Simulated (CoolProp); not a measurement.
The fluid at 298.15 K and 1.67 MPa is compressed adiabatically to 3.39 MPa with isentropic efficiency 0.75. The same conditions are run with several fluids, on thermodynamics alone (safety and materials aside).

Model: reference Helmholtz-energy equation of state of each fluid (hydrogen chloride: Thol 2018; nitrous oxide: Lemmon 2006; oxygen: Schmidt 1985; carbon monoxide: Lemmon 2006; ethane: Bücker 2006), in CoolProp.

```json
[
 {"fluid": "hydrogen chloride", "work (kJ/kg)": "63.4", "final temperature (K)": "381.5", "final density (kg/m³)": "43.0"},
 {"fluid": "nitrous oxide", "work (kJ/kg)": "51.6", "final temperature (K)": "362.2", "final density (kg/m³)": "55.1"},
 {"fluid": "oxygen", "work (kJ/kg)": "80.4", "final temperature (K)": "385.7", "final density (kg/m³)": "33.9"},
 {"fluid": "carbon monoxide", "work (kJ/kg)": "92.7", "final temperature (K)": "387.3", "final density (kg/m³)": "29.3"},
 {"fluid": "ethane", "work (kJ/kg)": "69.5", "final temperature (K)": "346.6", "final density (kg/m³)": "42.8"}
]
```

Above 300 K oxygen's equation is extrapolated.
